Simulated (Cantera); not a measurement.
Input (Python, Cantera):

```python
import numpy as np
import cantera as ct

surf = ct.Interface("ptcombust.yaml", "Pt_surf")
gas = surf.adjacent["gas"]
gas.TPX = 300, 2800, {'H2': 0.034, 'O2': 0.053, 'N2': 0.79}
jet = ct.ImpingingJet(gas=gas, width=0.024, surface=surf)
jet.inlet.mdot, jet.inlet.T, jet.inlet.X = 0.06, 300, {'H2': 0.034, 'O2': 0.053, 'N2': 0.79}
jet.set_refine_criteria(ratio=10, slope=0.2, curve=0.3)
show, cover = ['H2', 'O2', 'H2O', 'OH'], ["PT(S)", "H(S)", "O(S)", "OH(S)", "CO(S)", "C(S)"]

rows = []
print(f"{'Ts/K':>7s}" + "".join(f"{s:>11s}" for s in show + cover) + "   (gas at the wall, coverages)")
for i, Ts in enumerate([700, 750, 800, 850, 900, 950, 1000]):
    jet.surface.T = Ts
    if i == 0:
        surf.TP = Ts, 2800
        surf.coverages = "PT(S):0.5, O(S):0.5"
        surf.advance_coverages(1.0)
        jet.set_initial_guess(products="inlet")
    jet.solve(loglevel=0, auto=(i == 0))
    rows.append([*(jet.X[gas.species_index(s), -1] for s in show), *surf[cover].coverages])
    print(f"{Ts:7g}" + "".join(f"{x:11.3e}" for x in rows[-1]))
```

It prints:

```
   Ts/K         H2         O2        H2O         OH      PT(S)       H(S)       O(S)      OH(S)      CO(S)       C(S)   (gas at the wall, coverages)
    700  3.737e-03  2.311e-02  6.702e-02  1.282e-10  2.910e-01  2.906e-08  7.051e-01  3.883e-03  2.247e-19 -4.057e-25
    750  3.722e-03  2.317e-02  6.668e-02  8.499e-10  3.045e-01  4.913e-08  6.927e-01  2.859e-03  1.327e-16 -2.841e-29
    800  3.629e-03  2.315e-02  6.654e-02  4.340e-09  3.251e-01  8.189e-08  6.727e-01  2.190e-03  3.213e-19  7.505e-26
    850  3.405e-03  2.298e-02  6.667e-02  1.767e-08  3.615e-01  1.410e-07  6.368e-01  1.747e-03  2.239e-16  1.842e-24
    900  3.099e-03  2.272e-02  6.697e-02  5.940e-08  4.143e-01  2.488e-07  5.842e-01  1.433e-03  5.805e-18  1.742e-24
    950  2.799e-03  2.246e-02  6.728e-02  1.707e-07  4.777e-01  4.354e-07  5.211e-01  1.189e-03  3.583e-18  2.794e-24
   1000  2.550e-03  2.226e-02  6.750e-02  4.340e-07  5.444e-01  7.361e-07  4.547e-01  9.882e-04  2.438e-19  2.882e-24
```

Model: Deutschmann's 1995 Pt surface mechanism with GRI-Mech 3.0 gas chemistry, integrated in Cantera. Catalytic surfaces can have several steady states; this one follows from the mechanism file's or the stated starting coverage.
